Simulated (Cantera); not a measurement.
A perfectly stirred reactor is fed with N2O : O2 : N2 = 1 : 0.15 : 0.0083 (molar parts), at 0.0286 atm; it is held at 1523 K, and followed from long to short residence time.

Detailed kinetics in Cantera: GRI-Mech 3.0 (53 species, 325 reactions). GRI-Mech 3.0 was tuned for natural gas; its chemistry of N2O as a main component is partial and can be far from experiment. Radical loss at walls, strong at low pressure, is not modelled. The temperature is held fixed by assumption; the heat of reaction is taken as removed at once.

x: mole fraction; the columns are a selection and need not sum to one.

| τ (s) | x N2O | x O2 | x O | x NO | x NO2 | x N2 |
|---|---|---|---|---|---|---|
| 3.5 | 0.0743 | 0.300 | 8.48e-5 | 0.139 | (withheld) | 0.487 |
| 1.1 | 0.197 | 0.272 | 8.77e-5 | 0.120 | (withheld) | 0.411 |
| 0.36 | 0.408 | 0.227 | 8.86e-5 | 0.0824 | (withheld) | 0.283 |
| 0.11 | 0.644 | 0.176 | 8.89e-5 | 0.0398 | (withheld) | 0.140 |
| 0.037 | 0.774 | 0.148 | 8.89e-5 | 0.0161 | (withheld) | 0.0610 |
| 0.012 | 0.832 | 0.136 | 8.84e-5 | 0.00559 | (withheld) | 0.0259 |
| 0.0038 | 0.853 | 0.132 | 8.70e-5 | 0.00178 | (withheld) | 0.0132 |
| 0.0012 | 0.860 | 0.130 | 8.26e-5 | 0.000540 | (withheld) | 0.00905 |

Q: Complete the blanks.

A: 
- 3.5, x NO2: 5.35e-5
- 1.1, x NO2: 4.28e-5
- 0.36, x NO2: 2.63e-5
- 0.11, x NO2: 1.07e-5
- 0.037, x NO2: 3.43e-6
- 0.012, x NO2: 7.78e-7
- 0.0038, x NO2: 1.19e-7
- 0.0012, x NO2: 1.33e-8
